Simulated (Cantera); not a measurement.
Cantera run:

```python
import numpy as np
import cantera as ct

gas_names = """
    H H2 N NH NH2 NH3 N2 N2H2 N2H4 Pb Pb2
""".split()
cond_names = """
    Pb(cr) Pb(L)
""".split()


def load(file, names, dense=False):
    # The tables refer to 1 bar. Condensed volumes are neglected.
    table = {s.name: s for s in ct.Species.list_from_file(file)}
    out = []
    for n in names:
        d = dict(table[n].input_data)
        d["thermo"] = dict(d["thermo"], **{"reference-pressure": 1e5})
        if dense:
            d["equation-of-state"] = {"model": "constant-volume", "density": "1e6 g/cm^3"}
        out.append(ct.Species.from_dict(d))
    return out


gas = ct.Solution(thermo="ideal-gas", species=load("nasa_gas.yaml", gas_names))
cond = {s.name: ct.Solution(thermo="fixed-stoichiometry", species=[s], name=s.name)
        for s in load("nasa_condensed.yaml", cond_names, dense=True)}
atoms = {
    'Pb': {'Pb': 1},
    'H2': {'H': 2},
    'N2': {'N': 2},
}
top_T = {}  # K; cautious upper limits of use, not melting points


def equilibrate(T, P, feed):
    n = {}
    for name, mol in feed.items():
        for a, k in atoms[name].items():
            n[a] = n.get(a, 0.0) + k * mol
    gas.TPX = T, P, n
    mass = sum(n.values()) * gas.mean_molecular_weight
    gas.equilibrate("TP")
    valid = [c for c in cond.values() if c.min_temp <= T <= top_T.get(c.name, c.max_temp)]
    mix = ct.Mixture([(gas, mass / gas.mean_molecular_weight)] + [(c, 0.0) for c in valid])
    mix.T, mix.P = T, P
    mix.equilibrate("TP", solver="vcs", rtol=1e-11, max_steps=5000)
    return mix


results = []
feed = {'Pb': 1, 'H2': 0.062, 'N2': 85}  # mol
T = 1275  # K
for P in [10, 68, 460, 3200, 22000, 150000, 1000000]:
    mix = equilibrate(T, P, feed)
    results.append((T, P, feed, dict(zip(mix.species_names, mix.species_moles))))
    x = sorted(zip(gas.X, gas.species_names), reverse=True)
    print(f"T = {T:g} K  P = {P:g} Pa  gas = {mix.phase_moles(0):.4g} mol")
    print("   x: " + "  ".join(f"{s} {v:.3e}" for v, s in x if v > 1e-05))
    print("   condensed (mol): " + ("  ".join(f"{mix.phase(i).name} {mix.phase_moles(i):.4g}"
          for i in range(1, mix.n_phases) if mix.phase_moles(i) > 1e-12) or "none"))
```

Output:

```
T = 1275 K  P = 10 Pa  gas = 86.06 mol
   x: N2 9.877e-01  Pb 1.162e-02  H2 7.194e-04
   condensed (mol): none
T = 1275 K  P = 68 Pa  gas = 86.06 mol
   x: N2 9.877e-01  Pb 1.162e-02  H2 7.200e-04
   condensed (mol): none
T = 1275 K  P = 460 Pa  gas = 86.06 mol
   x: N2 9.877e-01  Pb 1.162e-02  H2 7.203e-04
   condensed (mol): none
T = 1275 K  P = 3200 Pa  gas = 86.06 mol
   x: N2 9.877e-01  Pb 1.162e-02  H2 7.204e-04
   condensed (mol): none
T = 1275 K  P = 22000 Pa  gas = 85.8 mol
   x: N2 9.907e-01  Pb 8.573e-03  H2 7.226e-04
   condensed (mol): Pb(L) 0.2643
T = 1275 K  P = 150000 Pa  gas = 85.17 mol
   x: N2 9.980e-01  Pb 1.257e-03  H2 7.279e-04
   condensed (mol): Pb(L) 0.8929
T = 1275 K  P = 1e+06 Pa  gas = 85.08 mol
   x: N2 9.991e-01  H2 7.287e-04  Pb 1.886e-04
   condensed (mol): Pb(L) 0.984
```

Equilibrium computed with Cantera from the NASA thermochemical tables; the gas is ideal and each condensed phase is pure.
